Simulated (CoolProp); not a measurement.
Hydrogen chloride at 298.15 K and 4.01 MPa is compressed adiabatically to 26.9 MPa with isentropic efficiency 0.7. Each further row changes one setting.

The numbers come from the reference Helmholtz-energy equation of state, Thol 2018 in CoolProp.

| case | work (kJ/kg) | final temperature (K) | final density (kg/m³) |
|---|---|---|---|
| as stated | … | … | … |
| efficiency 1 | … | … | 285 |
| efficiency 0.65 | … | … | … |

### Question
Some entries are withheld; supply them.

### Answer

- as stated, work (kJ/kg): 180
- as stated, final temperature (K): 549.4
- as stated, final density (kg/m³): 246
- efficiency 1, work (kJ/kg): 126
- efficiency 1, final temperature (K): 506.0
- efficiency 0.65, work (kJ/kg): 193
- efficiency 0.65, final temperature (K): 561.4
- efficiency 0.65, final density (kg/m³): 237
